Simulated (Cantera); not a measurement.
Feed: 1 mol Ti, 1.5 mol C₃H₈, held at 0.690 bar.

Method: chemical equilibrium by Gibbs-energy minimisation in Cantera with the NASA 1993 tables (ideal gas, pure condensed phases). Candidate condensed phases: C, C₆H₆, C₇H₈, C₈H₁₈, Ti, TiC; 77 gas species. TiC: taken at fixed stoichiometry. Rates play no part.

Task: At 1300 °C, list the 4 most abundant gas species with their mole fractions, and the condensed phases.

Result: H₂ 0.999, CH₄ 0.00126, H 4.89e-5, C₂H₂ (acetylene) 2.06e-5. Condensed: C(graphite) + TiC(s).
